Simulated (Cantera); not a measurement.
Mixture: 38.7 % H2, 12.9 % O2, 48.4 % N2, at 1.60 bar, adiabatic and at constant volume. Ignition delay is the time to a rise of 400 K.

Computed with Cantera and the H2/O2 subset of GRI-Mech 3.0, which has no nitrogen chemistry. Where the delays flatten at high temperature, the 400 K rule measures the pace of heat release, not the induction time.

Predict: delay at 1175 K; delay at 1250 K; delay at 1325 K; delay at 1400 K; delay at 1475 K; delay at 1550 K; delay at 1625 K.


```json
{
 "delay at 1175 K": "36.0 µs",
 "delay at 1250 K": "23.0 µs",
 "delay at 1325 K": "16.2 µs",
 "delay at 1400 K": "12.1 µs",
 "delay at 1475 K": "9.58 µs",
 "delay at 1550 K": "7.91 µs",
 "delay at 1625 K": "6.82 µs"
}
```
